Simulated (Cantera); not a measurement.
**Tantalum, niobium, vanadium and zirconium in process gases: V + NH₃**

Feed: 1 mol V, 0.27 mol NH₃, held at 1125 K and 5.70 Pa.

Cantera equilibrium calculation (NASA polynomials, part measured and part estimated; ideal gas, pure solids and liquids). Candidate condensed phases: V, VN; 11 gas species. Mutual solubility and eutectic melting of coexisting phases are not modelled. VN: taken at fixed stoichiometry. Condensed phases not in the tables: V₂N, N, O or C dissolved in the metal. Kinetics and transport are ignored.

| Item | Result |
|---|---|
| x(H₂) | 1.000 |
| x(H) | 5.89e-6 |
| n(V(s)) | 0.730 mol |
| n(VN(s)) | 0.270 mol |
| gas amount | 0.4050 mol |
